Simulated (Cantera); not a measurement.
An isothermal, constant-pressure homogeneous reactor starts with 27.2 % CH4, 21.2 % CO2, 51.6 % H2, at 1550 K and 1.00 atm.

Detailed kinetics in Cantera: GRI-Mech 3.0 (53 species, 325 reactions).

Predict: x(CH4) at 300 s; x(CO2) at 300 s; x(H2) at 300 s; x(H2O) at 300 s; x(OH) at 300 s; x(C2H4) at 300 s.


| Quantity | Result |
|---|---|
| x(CH4) at 300 s | 0.0253 (gas-phase equilibrium 0.0245) |
| x(CO2) at 300 s | 0.000274 (gas-phase equilibrium 1.41e-6) |
| x(H2) at 300 s | 0.672 (gas-phase equilibrium 0.674) |
| x(H2O) at 300 s | 0.00176 (gas-phase equilibrium 9.07e-6) |
| x(OH) at 300 s | 2.27e-9 (gas-phase equilibrium 1.17e-11) |
| x(C2H4) at 300 s | 0.000960 (gas-phase equilibrium 0.000893) |
